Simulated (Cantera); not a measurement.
**Dilute partial oxidation**

A perfectly stirred reactor is fed with 1.18 % CH4, 0.237 % O2, 98.6 % N2, at 13.0 bar; it is held at 1325 K, and followed from long to short residence time.

Model: GRI-Mech 3.0 (53 species, 325 reactions), integrated in Cantera. GRI-Mech 3.0 stops at C3 and has no aromatics, soot or wall deposition, so with more carbon than oxygen in the feed, carbon stays in small species such as C2H2 where larger ones or solid carbon would form. The pressure lies above the range GRI-Mech 3.0 was tuned for (to about 10 atm).

```csv
τ (s),x CH4,x O2,x HCN,x HCO,x HO2
2.4,0.00863,0.000253,5.57e-10,1.54e-11,2.12e-8
1.0,0.00918,0.000535,2.70e-10,3.10e-11,4.02e-8
0.41,0.00986,0.00106,8.31e-11,5.67e-11,6.57e-8
0.17,0.0109,0.00188,5.63e-12,5.68e-11,6.38e-8
0.071,0.0116,0.00227,<1e-12,2.78e-11,3.52e-8
0.029,0.0118,0.00234,<1e-12,1.26e-11,2.42e-8
0.012,0.0118,0.00236,<1e-12,4.93e-12,1.91e-8
0.0050,0.0118,0.00236,<1e-12,1.78e-12,1.67e-8
0.0021,0.0118,0.00237,<1e-12,<1e-12,1.57e-8
0.00087,0.0118,0.00237,<1e-12,<1e-12,1.52e-8
0.00036,0.0118,0.00237,<1e-12,<1e-12,1.40e-8
```
x: mole fraction; the columns are a selection and need not sum to one.
